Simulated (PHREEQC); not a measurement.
**Metal-bearing waste water: speciation**

Make-up at 25 °C: 14 mmol/kgw FeCl3, 0.096 mmol/kgw Na2SeO4 and 36 mmol/kgw H2SO4. Closed to the air; pH follows from the charge balance.

Computed with PHREEQC (ion-association model, wateq4f.dat).

Each row changes one thing in this solution. Precipitation was switched off in this run.

```json
[
 {"case": "as made", "pH": "1.35", "ionic strength (mol/kgw)": "0.0868", "HSO4- (mol/kgw)": "0.0159", "SO4-2 (mol/kgw)": "0.00738"},
 {"case": "Na2SeO4 left out", "pH": "1.35", "ionic strength (mol/kgw)": "0.0866", "HSO4- (mol/kgw)": "(withheld)", "SO4-2 (mol/kgw)": "(withheld)"},
 {"case": "0.011 mol/kgw KOH added", "pH": "(withheld)", "ionic strength (mol/kgw)": "0.0879", "HSO4- (mol/kgw)": "0.0147", "SO4-2 (mol/kgw)": "0.00824"},
 {"case": "0.0094 mol/kgw LiOH added", "pH": "1.42", "ionic strength (mol/kgw)": "0.0878", "HSO4- (mol/kgw)": "0.0149", "SO4-2 (mol/kgw)": "0.00813"},
 {"case": "0.0049 mol/kgw Na3PO4 added", "pH": "1.44", "ionic strength (mol/kgw)": "0.0978", "HSO4- (mol/kgw)": "0.0169", "SO4-2 (mol/kgw)": "0.00996"},
 {"case": "FeCl3 from 0.014 to 0.007 mol/kgw", "pH": "1.37", "ionic strength (mol/kgw)": "0.0718", "HSO4- (mol/kgw)": "0.0199", "SO4-2 (mol/kgw)": "0.00924"},
 {"case": "FeCl3 left out", "pH": "1.40", "ionic strength (mol/kgw)": "0.0593", "HSO4- (mol/kgw)": "0.0245", "SO4-2 (mol/kgw)": "0.0115"},
 {"case": "diluted 2-fold with water", "pH": "1.61", "ionic strength (mol/kgw)": "0.0456", "HSO4- (mol/kgw)": "0.00676", "SO4-2 (mol/kgw)": "0.00493"}
]
```

Task: Fill in the missing entries.

Result: 
- Na2SeO4 left out, HSO4- (mol/kgw): 0.0160
- Na2SeO4 left out, SO4-2 (mol/kgw): 0.00737
- 0.011 mol/kgw KOH added, pH: 1.43

Some of these states are supersaturated (in Hematite (slow to form), Goethite (slow to form), Strengite, for instance).
